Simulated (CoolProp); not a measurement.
A simple Rankine cycle with chloromethane (R40): condensing at 301.15 K, boiler at 1.86 MPa, turbine inlet 350.3 K, turbine efficiency 0.7, pump efficiency 0.8, no recuperator. Each further row changes one setting.

The numbers come from the reference Helmholtz-energy equation of state, Thol 2014 in CoolProp.

```tsv
case	thermal efficiency (%)	net work (kJ/kg)	heat in (kJ/kg)	turbine exit temperature (K)	volume ratio over the turbine
as stated	(withheld)	30.8	388	301.1	2.76
turbine inlet 370.3 K	8.2	33.8	414	310.1	2.67
condensing temperature 293.15 K	9.3	37.3	400	293.1	3.43
boiler pressure 1.3 MPa	5.7	22.9	404	311.2	(withheld)
turbine efficiency 0.6	6.8	(withheld)	388	301.1	2.79
```

### Question
Some entries are withheld; supply them.

### Answer

- as stated, thermal efficiency (%): 8.0
- boiler pressure 1.3 MPa, volume ratio over the turbine: 1.92
- turbine efficiency 0.6, net work (kJ/kg): 26.2

The expansion ends wet for: as stated; condensing temperature 293.15 K; turbine efficiency 0.6.
